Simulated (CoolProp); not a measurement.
Aqueous ethylene glycol as a coolant, 38 % by mass, freezing at -21.7 °C, 1 atm.

The numbers come from the Melinder's fits for secondary coolants in CoolProp.

```csv
T (°C),Prandtl number,viscosity (mPa s),cp (kJ/(kg K)),density (kg/m³)
-18.9,111,13.1,3.400,1063
-12.3,79.5,9.44,3.428,1061
-5.7,58.4,6.97,3.456,1059
0.8,44.2,5.29,3.483,1057
7.4,34.0,4.10,3.510,1055
14,26.8,3.25,3.536,1052
20.5,21.6,2.63,3.562,1049
27.1,17.7,2.17,3.587,1046
33.6,14.8,1.82,3.611,1042
```
